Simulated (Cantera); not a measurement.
## Ammonia decomposition in nitride growth gas

An isothermal, constant-pressure homogeneous reactor starts with NH3 : N2 = 1 : 6.2 (molar parts), at 1825 K and 10.00 Torr.

Cantera simulation using the gas-phase N/H chemistry of the illustrative SiF4/NH3 mechanism in the Surface Chemkin manual (1991); the numbers are that mechanism's predictions, not measurements. Walls and surfaces, which speed up NH3 decomposition in real reactors, are not modelled.

| t (s) | x NH3 | x H2 | x NH2 | x N2 | x NH | x N2H2 |
|---|---|---|---|---|---|---|
| 0.000100 | 0.139 | 1.63e-7 | 4.05e-7 | 0.861 | 2.99e-12 | <1e-12 |
| 0.000261 | 0.139 | 5.48e-7 | 1.18e-6 | 0.861 | 2.90e-11 | 3.28e-12 |
| 0.000681 | 0.139 | 1.56e-6 | 3.21e-6 | 0.861 | 2.49e-10 | 3.98e-11 |
| 0.00178 | 0.139 | 4.22e-6 | 8.51e-6 | 0.861 | 2.27e-9 | 3.56e-10 |
| 0.00464 | 0.139 | 1.12e-5 | 2.23e-5 | 0.861 | 2.19e-8 | 2.84e-9 |
| 0.0121 | 0.139 | 3.14e-5 | 5.81e-5 | 0.861 | 1.68e-7 | 2.31e-8 |
| 0.0316 | 0.139 | 0.000123 | 0.000150 | 0.861 | 7.53e-7 | 1.80e-7 |
| 0.0825 | 0.138 | 0.000988 | 0.000337 | 0.861 | 2.45e-6 | 1.03e-6 |
| 0.215 | 0.134 | 0.00633 | 0.000375 | 0.859 | 4.56e-6 | 1.62e-6 |
| 0.562 | 0.124 | 0.0197 | 0.000294 | 0.856 | 5.53e-6 | 1.28e-6 |
| 1.47 | 0.104 | 0.0461 | 0.000222 | 0.850 | 5.56e-6 | 8.72e-7 |
| 3.83 | 0.0707 | 0.0896 | 0.000153 | 0.839 | 4.75e-6 | 4.71e-7 |
| 10.0 | 0.0321 | 0.141 | 8.12e-5 | 0.827 | 3.26e-6 | 1.56e-7 |
x: mole fraction; the columns are a selection and need not sum to one.

Equilibrium at this temperature and pressure: NH3 2.57e-8, H2 0.182, NH2 6.27e-10, N2 0.816, NH 2.57e-10, N2H2 <1e-12 (gas phase only).
